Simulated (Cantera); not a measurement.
## Premixed flame

A freely propagating, adiabatic, planar premixed flame of H2 : O2 : N2 = 1 : 0.758 : 2.85 (molar parts), equivalence ratio 0.66, unburnt at 550 K and 225 Torr; multicomponent transport, grid criteria slope 0.08 and curve 0.16, no radiation.

Cantera simulation using the H2/O2 subset of GRI-Mech 3.0, which has no nitrogen chemistry; the numbers are that mechanism's predictions, not measurements. Burning velocities carry a grid error of a few per cent, more on coarse grids. Lean hydrogen flames are cellular in practice and burn faster than this planar one.

```
z (mm)  T (K)  u (m/s)     x H2    x O2      x OH       x H     x HO2     x H2O
------  -----  -------  -------  ------  --------  --------  --------  --------
-6.13     550     4.05    0.217   0.164     <1e-8     <1e-8     <1e-8     <1e-8
-4.09     550     4.05    0.217   0.164     <1e-8     <1e-8     <1e-8     <1e-8
-3.06     550     4.05    0.217   0.164     <1e-8     <1e-8     <1e-8     <1e-8
-2.04     550     4.05    0.217   0.165     <1e-8   3.91e-8   4.83e-7   1.55e-7
-1.02     565     4.14    0.213   0.165   5.52e-5  0.000163  0.000126  0.000938
-0.511    739     5.31    0.183   0.161  0.000531   0.00494   8.24e-5    0.0173
0        1110     7.74   0.0922   0.126   0.00284    0.0284   3.80e-5    0.0930
0.511    1382     9.53   0.0293  0.0813   0.00763    0.0391   2.05e-5     0.169
1.02     1514     10.4   0.0200  0.0712    0.0100    0.0333   1.52e-5     0.186
2.04     1654     11.2   0.0177  0.0676    0.0121    0.0237   1.15e-5     0.196
4.09     1792     12.1   0.0147  0.0651    0.0134    0.0146   8.29e-6     0.206
8.17     1916     12.8   0.0107  0.0632    0.0132   0.00763   5.54e-6     0.216
16.3     2014     13.4  0.00650  0.0623    0.0114   0.00321   3.46e-6     0.226
```
x: mole fraction of selected species; z is measured from the peak of heat release.

```json
{
  "laminar_burning_velocity": "405 cm/s",
  "thermal_thickness": "2.04 mm",
  "peak x(OH)": "0.0135",
  "peak x(H)": "0.0393",
  "peak x(HO2)": "0.000132",
  "grid_points": "130"
}
```
